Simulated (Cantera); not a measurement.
# Stirred combustor or abatement burner

A perfectly stirred reactor is fed with 7.59 % CH₃OH, 18.4 % O₂, 71.7 % N₂, 2.35 % CO₂, at 0.680 bar; it is adiabatic with a 525 K inlet, and is followed from long to short residence time, starting on the burning branch (τ in s: 0.027, 0.012, 0.0055, 0.0025, 0.0011, 0.00051, 0.00023, 0.0001, 4.7e-05).

Computed with Cantera and GRI-Mech 3.0 (53 species, 325 reactions). GRI-Mech 3.0 was tuned for natural gas; its chemistry of methanol as a main component is partial and can be far from experiment.

```csv
τ (s),T (K),x CH₃OH,x O₂,x CO₂,x H₂O,x CO,x CH₂O
0.027,1822,7.72e-6,0.0675,0.0936,0.144,0.00197,6.48e-6
0.012,1805,1.30e-5,0.0679,0.0923,0.143,0.00313,1.11e-5
0.0055,1783,2.18e-5,0.0685,0.0905,0.142,0.00475,1.88e-5
0.0025,1753,3.80e-5,0.0696,0.0879,0.140,0.00710,3.27e-5
0.0011,1711,7.33e-5,0.0714,0.0840,0.139,0.0107,6.18e-5
0.00051,1659,0.000158,0.0747,0.0778,0.137,0.0164,0.000129
0.00023,525,0.0759,0.184,0.0235,<1e-12,<1e-12,<1e-12
0.00010,525,0.0759,0.184,0.0235,<1e-12,<1e-12,<1e-12
4.7e-5,525,0.0759,0.184,0.0235,<1e-12,<1e-12,<1e-12
```
x: mole fraction; the columns are a selection and need not sum to one.
